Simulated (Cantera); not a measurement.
Feed: 1 mol Si₂Cl₆, 0.62 mol Cl₂, 260 mol H₂, held at 26.0 mbar.

These are equilibrium values from Cantera (NASA tables, ideal gas, pure condensed phases), not measurements of a reactor. Candidate condensed phases: Si; 19 gas species. The feed counts by its element totals alone. The tables' values for SiCl₃, SiCl are old estimates; treat these amounts as uncertain. Gases not in the tables: Si₂H₆ and higher silanes. Rates play no part.

x: gas mole fraction; n: condensed amount in mol.

```tsv
T (°C)	x H₂	x HCl	x SiCl₄	x SiHCl₃	x SiCl₂	x H	x SiCl₃	n Si(s)	n Si(l)
652	0.988	0.00656	0.00363	0.00199	6.30e-5	1.60e-9	7.59e-5	0.462	0
752	0.982	0.0140	0.00209	0.00126	0.000354	2.68e-8	0.000188	0.953	0
852	0.977	0.0211	0.000586	0.000471	0.000964	2.72e-7	0.000214	1.40	0
952	0.975	0.0236	___	___	___	___	0.000120	1.55	0
1052	0.974	0.0239	1.08e-5	2.25e-5	0.00161	1.00e-5	5.66e-5	1.55	0
1152	0.974	0.0238	1.80e-6	5.76e-6	0.00176	4.18e-5	2.84e-5	1.53	0
1252	0.974	0.0236	___	___	0.00188	___	1.54e-5	1.50	0
1352	0.974	0.0235	9.53e-8	6.17e-7	0.00198	0.000432	9.01e-6	1.47	0
1452	0.973	0.0235	2.73e-8	2.34e-7	0.00195	0.00114	5.34e-6	0	1.46
```

Question: Some entries are withheld; supply them.

Answer: 
- 1252, x SiCl₄: 3.76e-7
- 1252, x SiHCl₃: 1.75e-6
- 1252, x H: 0.000145
- 952, x SiCl₄: 8.09e-5
- 952, x SiHCl₃: 0.000104
- 952, x SiCl₂: 0.00140
- 952, x H: 1.91e-6
